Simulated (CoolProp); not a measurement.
cis-2-butene along the isobar 390 kPa: fugacity coefficient from the reference equation and from simpler models built on Tc = 435.8 K, pc = 4236 kPa, ω = 0.202; each cubic takes its own stable root.

Computed with CoolProp (reference Helmholtz-energy equation of state, Lemmon 2005). It is a short technical equation, of lower accuracy than the large ones.

```csv
T (K),phase,reference,van der Waals,Soave-Redlich-Kwong
306,liquid,0.6518,0.9377,0.6608
330.5,gas,0.9201,0.9477,0.9278
355.1,gas,0.9375,0.9557,0.9414
379.6,gas,0.9499,0.9621,0.9520
404.1,gas,0.9592,0.9673,0.9604
428.6,gas,0.9664,0.9716,0.9671
453.2,gas,0.9720,0.9752,0.9726
477.7,gas,0.9764,0.9782,0.9771
```

At some of these states van der Waals gives the other phase, because its saturation line lies elsewhere.
